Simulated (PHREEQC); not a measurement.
# Copper plating or etch bath

Solution (25 °C): 0.066 mol/kgw Cu(BF4)2 and 0.0033 mol/kgw NaCl. Closed to the air; pH follows from the charge balance.

Model: ion-association model, wateq4f.dat, run in PHREEQC.

```json
{
  "pH": "2.61",
  "ionic_strength": "0.202 mol/kgw",
  "total_alkalinity": "-396 meq/kg"
}
```

| species | molality | activity | log γ |
|---|---|---|---|
| BF4- | 0.124 | 0.0845 | -0.167 |
| Cu+2 | 0.0647 | 0.0211 | -0.486 |
| HF | 0.00771 | 0.00808 | 0.020 |
| BF3OH- | 0.00564 | 0.00383 | -0.167 |
| Na+ | 0.00330 | 0.00245 | -0.129 |
| Cl- | 0.00312 | 0.00222 | -0.148 |
| F- | 0.00309 | 0.00218 | -0.151 |
| H+ | 0.00309 | 0.00247 | -0.098 |

Precipitation was switched off in this run. Complexes and solids missing from the database can't appear. Real BF4- forms and hydrolyses slowly; the run takes it at equilibrium.
